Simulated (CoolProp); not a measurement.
Properties of octamethylcyclotetrasiloxane (D4) at several states (Tc = 586.5 K, pc = 1347 kPa, ω = 0.598).

Model: reference Helmholtz-energy equation of state, Thol 2015, in CoolProp.

```csv
T (K),p (kPa),phase,cp (kJ/(kg K)),cv (kJ/(kg K)),isothermal compressibility (1/MPa),expansivity (1/kK),fugacity coefficient
540.2,78.4,gas,1.893,1.861,13.14,2.061,0.9722
396.5,3310,liquid,1.859,1.588,0.003313,1.384,0.008910
595.2,21.5,gas,1.995,1.967,46.76,1.715,0.9947
437.3,3540,liquid,1.950,1.685,0.004885,1.536,0.02846
407.7,25.6,gas,1.578,1.546,40.15,2.703,0.9743
```
